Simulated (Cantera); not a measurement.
Charge: 1 mol SiH4, 20 mol NO, at 1400 °C and 1000 Pa.

These are equilibrium values from Cantera (NASA tables, ideal gas, pure condensed phases), not measurements of a reactor. Candidate condensed phases: H2O, Si, SiO2, Si2N2O, Si3N4; 35 gas species. The tables hold silica as quartz up to 1696 K and as liquid above; real silica turns to tridymite and cristobalite and melts near 1996 K. Kinetics and transport are ignored.

Base state: N2 0.498, O2 0.398, H2O 0.0994, NO 0.00286, OH 0.00112, O 0.000211, H2 2.38e-5 (mole fractions); condensed: SiO2(β-quartz).

### Question
What changes in the equilibrium state with this change: temperature from 1400 °C to 1650 °C?

### Answer
| species | before | after |
|---|---|---|
| N2 | 0.498 | 0.495 |
| O2 | 0.398 | 0.393 |
| H2O | 0.0994 | 0.0969 |
| OH | 0.00112 | 0.00504 |
| NO | 0.00286 | 0.00667 |
| H | 5.55e-6 | 0.000147 |
| O | 0.000211 | 0.00227 |
| H2 | 2.38e-5 | 0.000244 |
| SiO2(β-quartz), mol | 1.000 | 0 |
| SiO2(condensed), mol | 0 | 1.000 |

### Question
What changes in the equilibrium state with this change: temperature from 1400 °C to 750 °C?

### Answer
```
species                before    after
-------------------  --------  -------
N2                      0.498    0.500
O2                      0.398    0.400
H2O                    0.0994   0.1000
NO                    0.00286  4.41e-5
O                    0.000211  1.98e-9
H2                    2.38e-5    <1e-9
OH                    0.00112  6.65e-7
SiO2(β-quartz), mol     1.000     1.00
```
